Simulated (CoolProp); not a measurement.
Carbon dioxide at 251.71 K and 0.319 MPa is throttled through a valve to 0.22 MPa with no heat exchange. Each further row changes one setting.

Computed with CoolProp (reference Helmholtz-energy equation of state, Span 1996).

| case | temperature change (K) | final density (kg/m³) |
|---|---|---|
| as stated | -1.7 | ___ |
| outlet pressure 0.066 MPa | -4.4 | ___ |
| outlet pressure 0.286 MPa | ___ | ___ |

Q: Some entries are withheld; supply them.

A: 
- as stated, final density (kg/m³): 4.75
- outlet pressure 0.066 MPa, final density (kg/m³): 1.42
- outlet pressure 0.286 MPa, temperature change (K): -0.6
- outlet pressure 0.286 MPa, final density (kg/m³): 6.19
